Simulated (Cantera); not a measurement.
A perfectly stirred reactor is fed with NO : N2 = 1 : 0.15 (molar parts), at 31000 Pa; it is held at 1798 K, and followed from long to short residence time.

Model: GRI-Mech 3.0 (53 species, 325 reactions), integrated in Cantera.

Question: What does this change do: 0.11 parts H2O added?

Answer: 
```
quantity                 before     after
---------------------  --------  --------
x(NO) at τ = 1.10 s       0.766     0.704
x(O) at τ = 1.10 s      5.50e-5   4.82e-5
x(N2) at τ = 1.10 s       0.182     0.164
x(N2O) at τ = 1.10 s   0.000225  0.000125
x(O2) at τ = 1.10 s      0.0511    0.0443
x(NO) at τ = 61.0 ms      0.863     0.788
x(O) at τ = 61.0 ms     2.67e-5   1.54e-5
x(N2) at τ = 61.0 ms      0.134     0.122
x(N2O) at τ = 61.0 ms  0.000272  0.000146
x(O2) at τ = 61.0 ms    0.00310   0.00277
```
